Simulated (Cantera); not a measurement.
Feed: 1 mol SiHCl₃, 11 mol H₂, equilibrated at 38.0 mbar.

Method: chemical equilibrium by Gibbs-energy minimisation in Cantera with the NASA 1993 tables (ideal gas, pure condensed phases). Candidate condensed phases: Si; 19 gas species. Gases not in the tables: Si₂H₆ and higher silanes. Rates play no part.

Q: Which condensed phases are stable at each of these points (T (°C)): 1175, 1225, 1275, 1325, 1375, 1425, 1475, 1525, 1575, 1625, 1675?

A: 
| T (°C) | condensed phases | Si condensed (%) |
|---|---|---|
| 1175 | Si(s) | 29.0 |
| 1225 | Si(s) | 27.8 |
| 1275 | Si(s) | 26.9 |
| 1325 | Si(s) | 26.0 |
| 1375 | Si(s) | 25.2 |
| 1425 | Si(l) | 24.9 |
| 1475 | Si(l) | 26.6 |
| 1525 | Si(l) | 28.3 |
| 1575 | Si(l) | 29.8 |
| 1625 | Si(l) | 31.0 |
| 1675 | Si(l) | 32.0 |

From 1175 °C to 1375 °C the condensed part is Si(s). From 1425 °C to 1675 °C the condensed part is Si(l).
